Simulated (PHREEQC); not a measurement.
4.2 g of hydrous ferric oxide (600 m²/g; 0.2 weak and 0.005 strong sites per Fe, Dzombak-Morel constants, diffuse double layer) in 1 kg of water with 0.1 mol/kgw of an inert sodium salt, at 25 °C; the pH is set by adding NaOH or the inert anion's acid. O2 is buffered at 0.21 atm. The system is closed to CO2. Nothing may precipitate in this run.

All values are PHREEQC results (ion-association model, wateq4f.dat), not measurements.

Predict surface charge σ (C/m²) at pH = 5.5, 6, 9.


```tsv
pH	surface charge σ (C/m²)
5.5	0.160
6	0.112
9	-0.034
```

Complexes and solids missing from the database can't appear.
